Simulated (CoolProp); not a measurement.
Vapour-liquid equilibrium of propane (1) + isobutane (2) at 15.9 bar; x and y are mole fractions of (1).

Model: multi-fluid Helmholtz-energy mixture model, Lemmon 2009 and Bücker 2006; pair parameters Kunz 2012, in CoolProp.

```
x     bubble temperature (°C)  y at the bubble point  dew temperature at overall composition x (°C)  liquid density (mol/L)
----  -----------------------  ---------------------  ---------------------------------------------  ----------------------
0.05                     85.7                  0.081                                           86.8                   7.940
0.2                      78.3                  0.301                                           81.8                   8.309
0.35                     71.5                  0.486                                           76.6                   8.678
0.5                      65.1                  0.643                                           71.0                   9.051
0.65                     59.1                  0.774                                           64.8                   9.430
0.8                      53.5                  0.884                                           57.9                   9.813
0.95                     48.3                  0.974                                           49.7                   10.20
```

No azeotrope shows between x = 0.05 and 0.95.

The pair parameters rest on a limited set of measurements; away from them the model extrapolates.
